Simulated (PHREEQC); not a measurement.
0.029 g of hydrous ferric oxide (600 m²/g; 0.2 weak and 0.005 strong sites per Fe, Dzombak-Morel constants, diffuse double layer) in 1 kg of water with 0.001 mol/kgw of an inert sodium salt and 2.2e-06 mol/kgw Ag2SO4, at 25 °C; the pH is set by adding NaOH or the inert anion's acid. Oxygen is held at 0.21 atm. CO2 from the air is kept out. Nothing may precipitate in this run.

All values are PHREEQC results (ion-association model, wateq4f.dat), not measurements.

```json
[
 {"pH": "3", "S sorbed (%)": "100.0", "Ag sorbed (%)": "0.0", "surface charge σ (C/m²)": "0.236", "surface potential ψ (mV)": "230"},
 {"pH": "3.67", "S sorbed (%)": "100.0", "Ag sorbed (%)": "0.0", "surface charge σ (C/m²)": "0.141", "surface potential ψ (mV)": "217"},
 {"pH": "4.33", "S sorbed (%)": "99.9", "Ag sorbed (%)": "0.0", "surface charge σ (C/m²)": "0.082", "surface potential ψ (mV)": "193"},
 {"pH": "5", "S sorbed (%)": "99.0", "Ag sorbed (%)": "0.2", "surface charge σ (C/m²)": "0.045", "surface potential ψ (mV)": "164"},
 {"pH": "5.67", "S sorbed (%)": "88.3", "Ag sorbed (%)": "1.0", "surface charge σ (C/m²)": "0.024", "surface potential ψ (mV)": "131"},
 {"pH": "6.33", "S sorbed (%)": "38.6", "Ag sorbed (%)": "4.2", "surface charge σ (C/m²)": "0.012", "surface potential ψ (mV)": "99"},
 {"pH": "7", "S sorbed (%)": "3.9", "Ag sorbed (%)": "13.2", "surface charge σ (C/m²)": "0.006", "surface potential ψ (mV)": "64"},
 {"pH": "7.67", "S sorbed (%)": "0.2", "Ag sorbed (%)": "26.1", "surface charge σ (C/m²)": "0.002", "surface potential ψ (mV)": "25"},
 {"pH": "8.33", "S sorbed (%)": "0.0", "Ag sorbed (%)": "36.4", "surface charge σ (C/m²)": "-0.001", "surface potential ψ (mV)": "-13"},
 {"pH": "9", "S sorbed (%)": "0.0", "Ag sorbed (%)": "48.3", "surface charge σ (C/m²)": "-0.004", "surface potential ψ (mV)": "-51"},
 {"pH": "9.67", "S sorbed (%)": "0.0", "Ag sorbed (%)": "69.8", "surface charge σ (C/m²)": "-0.010", "surface potential ψ (mV)": "-89"},
 {"pH": "10.33", "S sorbed (%)": "0.0", "Ag sorbed (%)": "89.1", "surface charge σ (C/m²)": "-0.023", "surface potential ψ (mV)": "-124"},
 {"pH": "11", "S sorbed (%)": "0.0", "Ag sorbed (%)": "96.9", "surface charge σ (C/m²)": "-0.053", "surface potential ψ (mV)": "-154"}
]
```

The oxide is taken as insoluble; below pH 4 it would dissolve.
